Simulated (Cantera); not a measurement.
Feed: 1 mol Fe2O3, 3.2 mol SO3, 6.2 mol N2, at 752 °C and 6800 Pa.

Method: chemical equilibrium by Gibbs-energy minimisation in Cantera with the NASA 1993 tables (ideal gas, pure condensed phases). Candidate condensed phases: Fe, FeO, FeS, FeSO4, FeS2, Fe2O3, Fe2(SO4)3, Fe3O4, S; 19 gas species. The numbers say what is thermodynamically allowed, not how fast it happens.

Base state: N2 0.573, SO2 0.262, O2 0.131, SO3 0.0336, NO 2.76e-5 (mole fractions); condensed: Fe2O3(s).

### Question
What changes in the equilibrium state with this change: SO3 from 3.2 to 0.12 mol?

### Answer
```
species         before     after
-------------  -------  --------
N2               0.573     0.972
SO2              0.262    0.0182
O2               0.131   0.00910
SO3             0.0336  0.000614
NO             2.76e-5   9.45e-6
Fe2O3(s), mol     1.00      1.00
```
